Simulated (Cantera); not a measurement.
An adiabatic, constant-volume homogeneous reactor starts with CH4 : CO : O2 : N2 = 1 : 1.1 : 2.32 : 17.4 (molar parts), equivalence ratio 1.1, at 1575 K and 420 Torr. Integrator tolerance rtol = 1e-08.

Computed with Cantera and GRI-Mech 3.0 (53 species, 325 reactions).

### Question
What does this change do: pressure from 420 Torr to 760 Torr?

### Answer
| quantity | before | after |
|---|---|---|
| time of steepest temperature rise | 1.45 ms | 0.917 ms |
| temperature at 0.800 s | 2644 K | 2681 K |
| equilibrium temperature | 2644 K | 2681 K |
| x(CH4) at 0.800 s | <1e-12 (gas-phase equilibrium <1e-12) | <1e-12 (gas-phase equilibrium <1e-12) |
| x(CO) at 0.800 s | 0.0424 (gas-phase equilibrium 0.0424) | 0.0407 (gas-phase equilibrium 0.0407) |
| x(O2) at 0.800 s | 0.00961 (gas-phase equilibrium 0.00961) | 0.00861 (gas-phase equilibrium 0.00861) |
| x(H2) at 0.800 s | 0.00912 (gas-phase equilibrium 0.00912) | 0.00849 (gas-phase equilibrium 0.00849) |
| x(H) at 0.800 s | 0.00453 (gas-phase equilibrium 0.00453) | 0.00372 (gas-phase equilibrium 0.00372) |
| x(HO2) at 0.800 s | 1.72e-6 (gas-phase equilibrium 1.72e-6) | 2.03e-6 (gas-phase equilibrium 2.03e-6) |
| x(C2H2) at 0.800 s | <1e-12 (gas-phase equilibrium <1e-12) | <1e-12 (gas-phase equilibrium <1e-12) |

### Question
What does this change do: initial temperature 1575 to 1275 K?

### Answer
```json
[
 {"quantity": "time of steepest temperature rise", "before": "1.45 ms", "after": "52.9 ms"},
 {"quantity": "temperature at 0.800 s", "before": "2644 K", "after": "2528 K"},
 {"quantity": "equilibrium temperature", "before": "2644 K", "after": "2528 K"},
 {"quantity": "x(CH4) at 0.800 s", "before": "<1e-12 (gas-phase equilibrium <1e-12)", "after": "<1e-12 (gas-phase equilibrium <1e-12)"},
 {"quantity": "x(CO) at 0.800 s", "before": "0.0424 (gas-phase equilibrium 0.0424)", "after": "0.0333 (gas-phase equilibrium 0.0333)"},
 {"quantity": "x(O2) at 0.800 s", "before": "0.00961 (gas-phase equilibrium 0.00961)", "after": "0.00596 (gas-phase equilibrium 0.00596)"},
 {"quantity": "x(H2) at 0.800 s", "before": "0.00912 (gas-phase equilibrium 0.00912)", "after": "0.00681 (gas-phase equilibrium 0.00681)"},
 {"quantity": "x(H) at 0.800 s", "before": "0.00453 (gas-phase equilibrium 0.00453)", "after": "0.00224 (gas-phase equilibrium 0.00224)"},
 {"quantity": "x(HO2) at 0.800 s", "before": "1.72e-6 (gas-phase equilibrium 1.72e-6)", "after": "9.80e-7 (gas-phase equilibrium 9.80e-7)"},
 {"quantity": "x(C2H2) at 0.800 s", "before": "<1e-12 (gas-phase equilibrium <1e-12)", "after": "<1e-12 (gas-phase equilibrium <1e-12)"}
]
```
